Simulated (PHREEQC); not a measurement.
Consider water at 11 °C with 0.0057 mol/kgw MgCl2, 0.3 mol/kgw Na2SO4 and 0.063 mol/kgw KCl. Closed to the air; pH follows from the charge balance.

Model: ion-association model, phreeqc.dat, run in PHREEQC.

Each row changes one thing in this solution. No solid was allowed to form.

```
case                                             pH  ionic strength (mol/kgw)  SO4-2 (mol/kgw)  K+ (mol/kgw)  KSO4- (mol/kgw)  HSO4- (mol/kgw)  SI of Sylvite (KCl)
---------------------------------------------  ----  ------------------------  ---------------  ------------  ---------------  ---------------  -------------------
as made                                        7.44                     0.770            0.198        0.0535          0.00946          1.22e-7                -3.63
Na2SO4 from 0.3 to 0.45 mol/kgw                7.46                      1.07            0.274        0.0520           0.0110          1.34e-7                -3.67
Na2SO4 replaced by CdSO4 at the same molality  5.67                     0.527           0.0716        0.0586          0.00440          3.10e-6                -4.09
diluted 5-fold with water                      7.38                     0.176           0.0504        0.0116         0.000959          6.29e-8                -4.86
temperature from 11 to 55 °C                   6.91                     0.742            0.185        0.0482           0.0148          1.00e-6                -3.92
MgCl2 left out                                 7.48                     0.764            0.201        0.0534          0.00958          1.14e-7                -3.71
MgCl2 from 0.0057 to 0.00513 mol/kgw           7.44                     0.770            0.199        0.0535          0.00947          1.21e-7                -3.64
temperature from 11 to 60 °C                   6.87                     0.740            0.184        0.0476           0.0154          1.23e-6                -3.95
```

The ionic strength passes 0.7 mol/kgw, the rough limit of the ion-association models, in as made; Na2SO4 from 0.3 to 0.45 mol/kgw; temperature from 11 to 55 °C; MgCl2 left out; MgCl2 from 0.0057 to 0.00513 mol/kgw; temperature from 11 to 60 °C. Species that the database lacks are ignored. Away from 25 °C the constants follow the database's enthalpies or fits; those with neither stay at their 25 °C values.
